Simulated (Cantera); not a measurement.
# Adiabatic ignition

An adiabatic, constant-volume homogeneous reactor starts with CH₄ : O₂ : N₂ = 1 : 5.8 : 22.4 (molar parts), equivalence ratio 0.34, at 1400 K and 760 Torr.

Cantera simulation using GRI-Mech 3.0 (53 species, 325 reactions); the numbers are that mechanism's predictions, not measurements.

| t (s) | T (K) | P (bar) | x CH₄ | x O₂ | x H₂O | x CO₂ | x HCN | x HCO |
|---|---|---|---|---|---|---|---|---|
| 2.00e-6 | 1400 | 1.01 | 0.0342 | 0.199 | 5.70e-10 | <1e-12 | <1e-12 | <1e-12 |
| 5.41e-6 | 1400 | 1.01 | 0.0342 | 0.199 | 4.32e-9 | <1e-12 | <1e-12 | <1e-12 |
| 1.46e-5 | 1400 | 1.01 | 0.0342 | 0.199 | 2.06e-8 | <1e-12 | <1e-12 | <1e-12 |
| 3.95e-5 | 1400 | 1.01 | 0.0342 | 0.199 | 9.81e-8 | 1.45e-12 | <1e-12 | <1e-12 |
| 0.000107 | 1400 | 1.01 | 0.0342 | 0.199 | 6.15e-7 | 3.15e-11 | <1e-12 | 1.41e-12 |
| 0.000288 | 1400 | 1.01 | 0.0342 | 0.199 | 5.59e-6 | 1.26e-9 | <1e-12 | 1.90e-11 |
| 0.000780 | 1400 | 1.01 | 0.0341 | 0.199 | 8.97e-5 | 1.39e-7 | <1e-12 | 7.83e-10 |
| 0.00211 | 1490 | 1.08 | 0.0243 | 0.189 | 0.0107 | 0.000204 | 9.29e-11 | 2.48e-6 |
| 0.00570 | 2291 | 1.66 | <1e-12 | 0.128 | 0.0657 | 0.0334 | <1e-12 | 3.18e-11 |
| 0.0154 | 2288 | 1.66 | <1e-12 | 0.128 | 0.0658 | 0.0334 | <1e-12 | 3.07e-11 |
| 0.0416 | 2281 | 1.65 | <1e-12 | 0.126 | 0.0659 | 0.0334 | <1e-12 | 2.85e-11 |
| 0.112 | 2271 | 1.65 | <1e-12 | 0.125 | 0.0660 | 0.0335 | <1e-12 | 2.54e-11 |
| 0.304 | 2265 | 1.64 | <1e-12 | 0.123 | 0.0660 | 0.0335 | <1e-12 | 2.37e-11 |
| 0.821 | 2264 | 1.64 | <1e-12 | 0.123 | 0.0660 | 0.0335 | <1e-12 | 2.36e-11 |
| 2.22 | 2264 | 1.64 | <1e-12 | 0.123 | 0.0660 | 0.0335 | <1e-12 | 2.36e-11 |
| 6.00 | 2264 | 1.64 | <1e-12 | 0.123 | 0.0660 | 0.0335 | <1e-12 | 2.36e-11 |
x: mole fraction; the columns are a selection and need not sum to one.

| Item | Value |
|---|---|
| time of steepest temperature rise | 2.17 ms |
| temperature at 6.00 s | 2264 K |
| equilibrium temperature | 2264 K |
| x(CH₄) at 6.00 s | <1e-12 (gas-phase equilibrium <1e-12) |
| x(O₂) at 6.00 s | 0.123 (gas-phase equilibrium 0.123) |
| x(H₂O) at 6.00 s | 0.0660 (gas-phase equilibrium 0.0660) |
